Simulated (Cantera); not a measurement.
**Ignition delay**

Mixture: CO : H2 : CH4 : O2 : N2 = 1 : 0.11 : 0.21 : 1.57 : 5.91 (molar parts), at 120000 Pa, adiabatic and at constant volume. Ignition delay is the time to a rise of 400 K.

Computed with Cantera and GRI-Mech 3.0 (53 species, 325 reactions).

```tsv
T0 (K)	delay (ms)
1225	0.532
1275	0.370
1325	0.268
1375	0.201
1425	0.154
1475	0.121
```

| Item | Result |
|---|---|
| apparent activation energy between 1375 and 1475 K | 85 kJ/mol |
